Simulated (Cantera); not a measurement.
What does this Cantera script print?

```python
import numpy as np
import cantera as ct

gas = ct.Solution("gri30.yaml")
gas.TPX = 375, 210000, {'CH4': 1, 'O2': 1.33, 'N2': 5.01}
inlet = ct.Reservoir(gas, clone=True)
gas.equilibrate("HP")  # start burning
reactor = ct.IdealGasConstPressureReactor(gas, energy="on", clone=False)
exhaust = ct.Reservoir(gas, clone=True)
tau = [0.044, 0.02, 0.0093, 0.0043, 0.002, 0.00091, 0.00042, 0.00019, 9e-05, 4.1e-05][0]
for a, b in ((inlet, reactor), (reactor, exhaust)):
    ct.MassFlowController(a, b, mdot=lambda t: reactor.mass / tau)
net = ct.ReactorNet([reactor])
show = ['CH4', 'O2', 'CH3', 'C2H4', 'C2H6']

rows = []
print(f"{'tau/s':>10s}{'T/K':>9s}" + "".join(f"{s:>11s}" for s in show))
for tau in [0.044, 0.02, 0.0093, 0.0043, 0.002, 0.00091, 0.00042, 0.00019, 9e-05, 4.1e-05]:
    net.initial_time = 0.0
    net.advance(30 * tau)
    before = gas.X
    net.advance(40 * tau)
    drift = np.max(np.abs(gas.X - before) / (gas.X + 1e-9))
    rows.append([gas.T, *gas[show].X, drift])
    print(f"{tau:10.3e}{gas.T:9.1f}" + "".join(f"{x:11.3e}" for x in gas[show].X))
```

It prints:

```
     tau/s      T/K        CH4         O2        CH3       C2H4       C2H6
 4.400e-02   1962.9  2.438e-03  3.918e-04  2.130e-04  1.623e-05  1.388e-06
 2.000e-02   1963.5  3.237e-03  7.544e-04  3.276e-04  3.432e-05  3.121e-06
 9.300e-03   1960.4  4.056e-03  1.390e-03  4.804e-04  6.654e-05  6.511e-06
 4.300e-03   1951.0  4.964e-03  2.533e-03  6.875e-04  1.250e-04  1.347e-05
 2.000e-03   1930.5  6.150e-03  4.648e-03  9.614e-04  2.342e-04  2.893e-05
 9.100e-04   1880.8  8.548e-03  9.626e-03  1.331e-03  5.029e-04  7.882e-05
 4.200e-04    375.0  1.362e-01  1.812e-01  5.650e-20  1.192e-16  7.221e-17
 1.900e-04    375.0  1.362e-01  1.812e-01  9.276e-22  1.956e-18  1.186e-18
 9.000e-05    375.0  1.362e-01  1.812e-01  6.000e-24  1.265e-20  7.669e-21
 4.100e-05    375.0  1.362e-01  1.812e-01  3.790e-25  7.993e-22  4.844e-22
```

Detailed kinetics in Cantera: GRI-Mech 3.0 (53 species, 325 reactions).
